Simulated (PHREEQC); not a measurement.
## Arsenic or selenium liquor: an equilibrium model

Consider water at 20 °C with 0.0014 mol/kgw Na2HAsO4, 0.071 mol/kgw H2SO4 and 0.03 mol/kgw FeCl3. Closed to the air; pH follows from the charge balance.

Equilibrium calculation in PHREEQC: ion-association model, wateq4f.dat.

This is a speciation only: nothing precipitates in the calculation.

Task: What pH, ionic strength does the model give?

Result: pH 1.10; ionic strength 0.173 mol/kgw.

Task: In which forms is Na present?

Result: Na+ 98 %, NaSO4- 1.7 % of the Na.

Examples of supersaturated solids here: Hematite (slow to form), Goethite (slow to form). Others may be too. The database's scorodite may be far more soluble than the real mineral, and it has no iron arsenate complexes; the constant wasn't checked at its source.
